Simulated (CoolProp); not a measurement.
Values from CoolProp's reference Helmholtz-energy equation of state, de Reuck 1993.

Give the vapour pressure (MPa), vapour density (kg/m³), liquid viscosity (µPa s), vapour viscosity (µPa s) of saturated methanol at 143.55 °C.


```
T (°C)  p (MPa)  vapour density (kg/m³)  liquid viscosity (µPa s)  vapour viscosity (µPa s)
------  -------  ----------------------  ------------------------  ------------------------
143.55     1.19                    13.6                       146                      12.9
```

Viscosity comes from a separate model (Xiang 2006).
